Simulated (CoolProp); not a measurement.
Vapour-liquid equilibrium of CH2F2 (R32) (1) + methanol (2) at 0.0886 MPa; x and y are mole fractions of (1).

Model: multi-fluid Helmholtz-energy mixture model, Tillner-Roth 1997 and de Reuck 1993; pair parameters Bell 2016, in CoolProp.

```json
[
 {"x": "0.05", "bubble temperature, mixture model (°C)": "-15.3", "bubble temperature, Raoult's law (°C)": "20.9", "y, mixture model": "0.984", "y, Raoult's law": "0.853"},
 {"x": "0.2", "bubble temperature, mixture model (°C)": "-44.6", "bubble temperature, Raoult's law (°C)": "-17.9", "y, mixture model": "0.999", "y, Raoult's law": "0.989"},
 {"x": "0.35", "bubble temperature, mixture model (°C)": "-49.8", "bubble temperature, Raoult's law (°C)": "-31.9", "y, mixture model": "0.999", "y, Raoult's law": "0.997"},
 {"x": "0.5", "bubble temperature, mixture model (°C)": "-50.9", "bubble temperature, Raoult's law (°C)": "-40.1", "y, mixture model": "0.999", "y, Raoult's law": "0.999"},
 {"x": "0.65", "bubble temperature, mixture model (°C)": "-51.1", "bubble temperature, Raoult's law (°C)": "-45.7", "y, mixture model": "0.999", "y, Raoult's law": "1.000"},
 {"x": "0.8", "bubble temperature, mixture model (°C)": "-51.6", "bubble temperature, Raoult's law (°C)": "-49.9", "y, mixture model": "0.999", "y, Raoult's law": "1.000"},
 {"x": "0.95", "bubble temperature, mixture model (°C)": "-53.3", "bubble temperature, Raoult's law (°C)": "-53.3", "y, mixture model": "1.000", "y, Raoult's law": "1.000"}
]
```

The largest gap from Raoult's law is -36.2 K in bubble temperature, at x = 0.05. No azeotrope shows between x = 0.05 and 0.95.

The pair parameters rest on a limited set of measurements; away from them the model extrapolates. With so large a gap from Raoult's law the liquid may split in two, which this calculation doesn't test in full.
